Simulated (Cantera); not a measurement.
Input (Python, Cantera) and output of one run.

```python
import numpy as np
import cantera as ct

gas_names = """
    N B2O3 O2
""".split()
cond_names = """
    BN(s)
""".split()


def load(file, names, dense=False):
    # The tables refer to 1 bar. Condensed volumes are neglected.
    table = {s.name: s for s in ct.Species.list_from_file(file)}
    out = []
    for n in names:
        d = dict(table[n].input_data)
        d["thermo"] = dict(d["thermo"], **{"reference-pressure": 1e5})
        if dense:
            d["equation-of-state"] = {"model": "constant-volume", "density": "1e6 g/cm^3"}
        out.append(ct.Species.from_dict(d))
    return out


species = {s.name: s for s in load("nasa_gas.yaml", gas_names) + load("nasa_condensed.yaml", cond_names)}
# Each term lists the table entries of one substance; the one whose range holds T is used.
reactions = {
    '4 N(g) + 2 B2O3(g) = 3 O2(g) + 4 BN':
        [(-4, ['N']), (-2, ['B2O3']), (3, ['O2']), (4, ['BN(s)'])],
}


def pick(names, T):
    return next(species[n] for n in names if species[n].thermo.min_temp <= T <= species[n].thermo.max_temp)


results = []
for label, terms in reactions.items():
    print(label)
    print("     T/K   dH/kJ  dS/(J/K)   dG/kJ   log10 K")
    for T in [1698, 1748, 1798, 1848, 1898, 1948, 1998]:
        used = [(nu, pick(names, T)) for nu, names in terms]
        dH = sum(nu * s.thermo.h(T) for nu, s in used) / 1e6
        dS = sum(nu * s.thermo.s(T) for nu, s in used) / 1e3
        dG = dH - T * dS / 1e3
        logK = -dG * 1e6 / (ct.gas_constant * T * np.log(10))
        results.append((label, T, dH, dS, dG, logK, [s.name for _, s in used]))
        print(f"{T:8g} {dH:8.1f} {dS:8.1f} {dG:8.1f} {logK:8.2f}")
```

Output:

```
4 N(g) + 2 B2O3(g) = 3 O2(g) + 4 BN
     T/K   dH/kJ  dS/(J/K)   dG/kJ   log10 K
    1698  -1223.5   -524.7   -332.4    10.23
    1748  -1222.5   -524.2   -306.2     9.15
    1798  -1221.6   -523.7   -280.0     8.13
    1848  -1220.6   -523.1   -253.9     7.18
    1898  -1219.6   -522.6   -227.7     6.27
    1948  -1218.6   -522.1   -201.6     5.41
    1998  -1217.6   -521.6   -175.5     4.59
```

Source: NASA polynomial tables (part measured, part estimated), evaluated in Cantera. Condensed species are held in their standard states even where they would react or evaporate.
